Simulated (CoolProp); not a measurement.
Properties of sulfur dioxide at several states.

The numbers come from the reference Helmholtz-energy equation of state, Gao 2016 in CoolProp.

| T (K) | p (MPa) | phase | cp (kJ/(kg K)) | cv (kJ/(kg K)) | isothermal compressibility (1/MPa) | expansivity (1/kK) |
|---|---|---|---|---|---|---|
| 310.5 | 5.95 | liquid | 1.391 | 0.8050 | 0.001746 | 2.106 |
| 393.1 | 0.0159 | gas | 0.6761 | 0.5457 | 62.95 | 2.552 |
| 244.6 | 0.0237 | gas | 0.6061 | 0.4696 | 42.56 | 4.229 |
